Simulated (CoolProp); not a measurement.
Vapour-liquid equilibrium of R113 (1) + benzene (2) at 0.253 bar; x and y are mole fractions of (1).

Values from CoolProp's multi-fluid Helmholtz-energy mixture model, Marx 1992 and Thol 2012; pair parameters Bell 2016.

**Question.** Give the bubble temperature and the first vapour's composition at x = 0.45, 0.55, 0.95. Is there an azeotrope?

**Answer.** x = 0.45: 292.1 K, y = 0.752; x = 0.55: 290.4 K, y = 0.799; x = 0.95: 285.0 K, y = 0.976. No azeotrope shows between x = 0.05 and 0.95.

Pair parameters are fitted to limited data, so mixtures are less certain than the pure fluids.
